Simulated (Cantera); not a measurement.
Charge: 1 mol CF₄, 0.4 mol CH₄, 0.098 mol H₂, equilibrated at 0.0165 Torr.

Method: chemical equilibrium by Gibbs-energy minimisation in Cantera with the NASA 1993 tables (ideal gas, pure condensed phases). Candidate condensed phases: C, C₆H₆, C₇H₈, C₈H₁₈; 95 gas species. Gases not in the tables: C₂F₆ and larger saturated fluorocarbons. The numbers say what is thermodynamically allowed, not how fast it happens.

x: gas mole fraction; n: condensed amount in mol.

```json
[
 {"T (K)": "1373", "x HF": "0.765", "x F": "0.000408", "x CF₄": "0.234", "x CF₂": "0.000554", "x CF": "1.92e-8", "x CF₃": "2.86e-5", "x H": "9.53e-9", "n C(graphite)": "0.849"},
 {"T (K)": "1448", "x HF": "0.763", "x F": "0.00171", "x CF₄": "0.233", "x CF₂": "0.00197", "x CF": "1.74e-7", "x CF₃": "7.99e-5", "x H": "3.20e-8", "n C(graphite)": "0.848"},
 {"T (K)": "1523", "x HF": "0.759", "x F": "0.00623", "x CF₄": "0.228", "x CF₂": "0.00610", "x CF": "1.26e-6", "x CF₃": "0.000199", "x H": "9.58e-8", "n C(graphite)": "0.845"},
 {"T (K)": "1598", "x HF": "0.747", "x F": "0.0199", "x CF₄": "0.216", "x CF₂": "0.0167", "x CF": "7.47e-6", "x CF₃": "0.000442", "x H": "2.59e-7", "n C(graphite)": "0.841"},
 {"T (K)": "1673", "x HF": "0.718", "x F": "…", "x CF₄": "…", "x CF₂": "…", "x CF": "…", "x CF₃": "…", "x H": "…", "n C(graphite)": "0.834"},
 {"T (K)": "1748", "x HF": "…", "x F": "…", "x CF₄": "…", "x CF₂": "…", "x CF": "…", "x CF₃": "0.00129", "x H": "…", "n C(graphite)": "0.834"},
 {"T (K)": "1823", "x HF": "0.571", "x F": "0.265", "x CF₄": "0.0531", "x CF₂": "0.109", "x CF": "0.000470", "x CF₃": "0.00126", "x H": "3.43e-6", "n C(graphite)": "0.884"},
 {"T (K)": "1898", "x HF": "0.504", "x F": "0.391", "x CF₄": "0.00924", "x CF₂": "0.0937", "x CF": "0.00107", "x CF₃": "0.000610", "x H": "9.50e-6", "n C(graphite)": "1.03"},
 {"T (K)": "1973", "x HF": "0.475", "x F": "0.466", "x CF₄": "0.000873", "x CF₂": "0.0560", "x CF": "0.00189", "x CF₃": "0.000179", "x H": "3.11e-5", "n C(graphite)": "1.18"},
 {"T (K)": "2048", "x HF": "0.462", "x F": "0.505", "x CF₄": "7.12e-5", "x CF₂": "0.0296", "x CF": "0.00295", "x CF₃": "4.51e-5", "x H": "0.000104", "n C(graphite)": "1.27"},
 {"T (K)": "2123", "x HF": "0.455", "x F": "0.525", "x CF₄": "5.98e-6", "x CF₂": "0.0151", "x CF": "0.00431", "x CF₃": "1.12e-5", "x H": "0.000334", "n C(graphite)": "1.32"},
 {"T (K)": "2198", "x HF": "0.451", "x F": "0.534", "x CF₄": "5.51e-7", "x CF₂": "0.00781", "x CF": "0.00601", "x CF₃": "2.89e-6", "x H": "0.00102", "n C(graphite)": "1.34"}
]
```

### Question
Complete the blanks.

### Answer

- 1748, x HF: 0.658
- 1748, x F: 0.135
- 1748, x CF₄: 0.128
- 1748, x CF₂: 0.0775
- 1748, x CF: 0.000149
- 1748, x H: 1.48e-6
- 1673, x F: 0.0557
- 1673, x CF₄: 0.186
- 1673, x CF₂: 0.0396
- 1673, x CF: 3.69e-5
- 1673, x CF₃: 0.000848
- 1673, x H: 6.39e-7
